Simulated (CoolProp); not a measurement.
Vapour-liquid equilibrium of R134a (1) + R124 (2) at 2.74 bar; x and y are mole fractions of (1).

Values from CoolProp's multi-fluid Helmholtz-energy mixture model, Tillner-Roth 1994 and de Vries 1995; pair parameters Bell 2016.

```
x     bubble temperature (K)  y at the bubble point  dew temperature at overall composition x (K)  liquid density (mol/L)
----  ----------------------  ---------------------  --------------------------------------------  ----------------------
0.05                   286.3                  0.090                                         287.0                   10.30
0.2                    282.6                  0.315                                         284.5                   10.65
0.35                   279.6                  0.489                                         282.0                   11.00
0.5                    277.1                  0.631                                         279.4                   11.37
0.65                   275.0                  0.752                                         276.8                   11.75
0.8                    273.3                  0.860                                         274.2                   12.16
0.95                   271.8                  0.965                                         272.0                   12.60
```

No azeotrope shows between x = 0.05 and 0.95.

Pair parameters are fitted to limited data, so mixtures are less certain than the pure fluids.
